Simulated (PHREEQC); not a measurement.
Consider water at 15 °C with 0.02 mol/kgw MgCl2, 0.008 mol/kgw CO2 and 0.0013 mol/kgw NaCl. Closed to the air; pH follows from the charge balance.

All values are PHREEQC results (ion-association model, phreeqc.dat), not measurements.

```
quantity             before     after
-----------------  --------  --------
pH                     4.23      7.80
HCO3- (mol/kgw)     6.31e-5   0.00694
MgHCO3+ (mol/kgw)   6.76e-6  0.000699
(CO2)2 (mol/kgw)    8.25e-7  7.01e-10
MgOH+ (mol/kgw)    2.70e-10   9.56e-7
CO3-2 (mol/kgw)    7.22e-11   3.04e-5
```

### Question
Which change was made?
A. NaCl left out
B. MgCl2 from 0.02 to 0.018 mol/kgw
C. CO2 from 0.008 to 0.0016 mol/kgw
D. CO2 replaced by NH4HCO3 at the same molality
E. CO2 replaced by KHCO3 at the same molality

### Answer
D, CO2 replaced by NH4HCO3 at the same molality

Precipitation was switched off in this run.
